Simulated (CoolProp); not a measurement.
Values from CoolProp's reference Helmholtz-energy equation of state, Setzmann 1991.

Question: Give the vapour pressure (MPa), liquid density (kg/m³), vapour Z, surface tension (mN/m) of saturated methane at -134.05, -119.45, -114.05 °C.

Answer: 
```csv
T (°C),p (MPa),liquid density (kg/m³),vapour Z,surface tension (mN/m)
-134.05,0.612,378,0.875,7.72
-119.45,1.22,350,0.798,5.15
-114.05,1.54,338,0.763,4.24
```

Surface tension comes from a separate correlation (Mulero 2012).
